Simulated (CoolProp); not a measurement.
Sulfur hexafluoride at 406.18 K and 1.13 MPa is throttled through a valve to 0.519 MPa with no heat exchange. Each further row changes one setting.

Values from CoolProp's reference Helmholtz-energy equation of state, Guder 2009.

| case | temperature change (K) | final density (kg/m³) |
|---|---|---|
| as stated | ___ | ___ |
| outlet pressure 0.156 MPa | ___ | ___ |
| outlet pressure 0.675 MPa | ___ | ___ |

Complete the blanks.


- as stated, temperature change (K): -2.6
- as stated, final density (kg/m³): 23.1
- outlet pressure 0.156 MPa, temperature change (K): -4.1
- outlet pressure 0.156 MPa, final density (kg/m³): 6.86
- outlet pressure 0.675 MPa, temperature change (K): -1.9
- outlet pressure 0.675 MPa, final density (kg/m³): 30.1
